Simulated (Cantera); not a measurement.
**Thermodynamics of silicon nitride deposition, feed SiH2Cl2 + N2**

Charge: 1 mol SiH2Cl2, a varied amount of N2, at 1675 K and 40.5 Torr.

Method: chemical equilibrium by Gibbs-energy minimisation in Cantera with the NASA 1993 tables (ideal gas, pure condensed phases). Candidate condensed phases: NH4Cl, Si, Si3N4; 28 gas species. The tables' values for SiCl3, SiCl are old estimates; treat these amounts as uncertain. The numbers say what is thermodynamically allowed, not how fast it happens.

```tsv
n(N2) (mol)	x N2	x HCl	x H2	x SiCl2	x SiCl3	x SiCl4	n Si3N4(s)
1.6	0.401	0.242	0.185	0.149	0.0178	0.00440	0.146
3	0.578	0.183	0.123	0.101	0.0112	0.00257	0.155
5.7	0.732	0.122	0.0748	0.0633	0.00600	0.00118	0.160
11	0.844	0.0736	0.0422	0.0370	0.00281	0.000444	0.163
21	0.912	0.0420	0.0231	0.0209	0.00123	0.000150	0.165
41	0.953	0.0226	0.0121	0.0112	0.000491	4.46e-5	0.166
78	0.975	0.0122	0.00642	0.00609	0.000197	1.32e-5	0.166
```
x: gas mole fraction; n: condensed amount in mol.

From 1.6 mol N2 to 78 mol N2 the condensed part is Si3N4(s). The main Si-bearing gas is SiCl2 throughout. The share of Si in condensed phases is highest at 78 mol N2 (49.8 %) and lowest at 1.6 mol N2 (43.9 %).
